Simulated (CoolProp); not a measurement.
200 sccm (0 °C, 1 atm) of nitrogen bubbles through liquid octamethylcyclotetrasiloxane (D4) at 320.6 K and leaves saturated at a total pressure of 0.00802 MPa (ideal gas phase). Each further row changes one setting.

Model: reference Helmholtz-energy equation of state, Thol 2015, in CoolProp.

```csv
case,vapour pressure (kPa),mole fraction of vapour,delivery (mg/min),delivery (sccm),change of delivery for a bath 1 K warmer (%)
as stated,0.616,0.0768,220,16.6,6.9
bath temperature 325.6 K,0.833,0.104,307,23.2,6.8
total pressure 0.016 MPa,0.616,0.0385,106,8.00,6.6
```
